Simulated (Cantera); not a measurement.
Cantera run:

```python
import numpy as np
import cantera as ct

gas_names = """
    H HO2 H2 H2O H2O2 H2S H2SO4 Mg MgH MgO MgOH MgO2H2 MgS Mg2 O OH O2 O3 S SH SO SO2 SO3 S2 S2O S8
""".split()
cond_names = """
    H2O(s) H2O(L) H2SO4(L) Mg(cr) Mg(L) MgO(s) MgO(L) MgO2H2(s) MgS(s) MgSO4(s) MgSO4(L) S(cr1) S(cr2)
    S(L)
""".split()


# ... load() reads the species with a 1 bar reference pressure and builds the phases ...
atoms = {
    'MgSO4': {'Mg': 1, 'S': 1, 'O': 4},
    'H2': {'H': 2},
    'O2': {'O': 2},
}
top_T = {'MgS(s)': 2250}  # K; cautious upper limits of use, not melting points


# ... equilibrate(T, P, feed) seeds the gas with the atoms and calls Mixture.equilibrate('TP', solver="vcs", rtol=1e-11, max_steps=5000) ...
results = []
feed = {'MgSO4': 1, 'H2': 4.2, 'O2': 0.48}  # mol
P = 10000  # Pa
for T in [1673, 1698, 1723, 1748, 1773, 1798, 1823, 1848, 1873, 1898, 1923, 1948, 1973]:
    mix = equilibrate(T, P, feed)
    results.append((T, P, feed, dict(zip(mix.species_names, mix.species_moles))))

top = {s: max(r[3][s] / sum(r[3][g] for g in gas_names) for r in results) for s in gas_names}
cols = sorted((s for s in top if top[s] > 1e-05), key=lambda s: -top[s])[:7]
seen = [c for c in cond_names if any(r[3].get(c, 0) > 1e-12 for r in results)]
print("log10 of partial pressures in bar; condensed amounts in mol")
print(f"{'T/K':>10s}" + "".join(f"{s[:9]:>10s}" for s in cols + seen))
for T, P, feed, n in results:
    ng = sum(n[g] for g in gas_names)
    print(f"{T:10.4g}" + "".join(f"{np.log10(max(n[s] / ng * P / 1e5, 1e-99)):10.3f}" for s in cols)
          + "".join(f"{n.get(c, 0):10.4g}" for c in seen))
```

Result:

```
log10 of partial pressures in bar; condensed amounts in mol
       T/K       H2O        H2       SO2        S2       H2S        SO        SH    MgO(s)
      1673    -1.174    -1.755    -2.146    -2.285    -2.664    -3.273    -3.544         1
      1698    -1.179    -1.738    -2.131    -2.296    -2.694    -3.213    -3.507         1
      1723    -1.184    -1.722    -2.117    -2.308    -2.725    -3.155    -3.472         1
      1748    -1.189    -1.707    -2.103    -2.321    -2.756    -3.099    -3.439         1
      1773    -1.195    -1.693    -2.090    -2.336    -2.786    -3.045    -3.407         1
      1798    -1.200    -1.679    -2.078    -2.351    -2.817    -2.993    -3.377         1
      1823    -1.205    -1.666    -2.067    -2.367    -2.848    -2.943    -3.350         1
      1848    -1.211    -1.653    -2.056    -2.384    -2.880    -2.895    -3.323    0.9999
      1873    -1.216    -1.642    -2.046    -2.402    -2.911    -2.849    -3.299    0.9999
      1898    -1.221    -1.631    -2.037    -2.422    -2.943    -2.805    -3.276    0.9999
      1923    -1.227    -1.620    -2.028    -2.443    -2.975    -2.763    -3.254    0.9998
      1948    -1.232    -1.610    -2.020    -2.465    -3.008    -2.722    -3.235    0.9997
      1973    -1.237    -1.601    -2.013    -2.488    -3.041    -2.683    -3.217    0.9996
```

These are equilibrium values from Cantera (NASA tables, ideal gas, pure condensed phases), not measurements of a reactor.
